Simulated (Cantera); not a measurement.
**Diamond growth**

A diamond (100) surface in a fixed gas of H2 with x(CH4) = 0.004, x(CH3) = 1.2e-05, at 1148 K, 21.0 Torr; coverages are run to steady state.

Computed with Cantera and the Harris–Goodwin 1993 mechanism for the reconstructed diamond (100) surface.

```csv
x(H),growth (µm/h),θ c6HH,θ c6H*,θ c6*H,θ c6**,θ c6HM
0.0001,0.00560,0.606,0.0254,0.362,0.00552,0.000235
0.00023,0.0128,0.542,0.0293,0.417,0.0106,0.000295
0.00053,0.0255,0.506,0.0313,0.446,0.0159,0.000335
0.0012,0.0470,0.489,0.0322,0.459,0.0198,0.000343
0.0028,0.0852,0.480,0.0326,0.465,0.0222,0.000310
0.0065,0.141,0.476,0.0328,0.467,0.0233,0.000241
0.015,0.204,0.475,0.0330,0.468,0.0239,0.000156
0.035,0.255,0.474,0.0331,0.468,0.0241,8.54e-5
0.08,0.287,0.474,0.0334,0.468,0.0243,4.22e-5
```
θ: site fractions in the mechanism's names (c6HH fully hydrogenated, c6H* and c6*H radical sites, c6** diradical, c6HM methylated).
